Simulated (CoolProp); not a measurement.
Computed with CoolProp (reference Helmholtz-energy equation of state, Gao 2020).

Q: For ammonia, give the phase and the density (kg/m³), viscosity (µPa s), conductivity (mW/(m K)) at 154.85 °C and 7990 kPa.

A: 
- 154.85 °C and 7990 kPa: gas; density 51.0, viscosity 15.7, conductivity 56.0

Viscosity comes from a separate model (Fenghour 1995). Thermal conductivity comes from a separate model (Tufeu 1984).
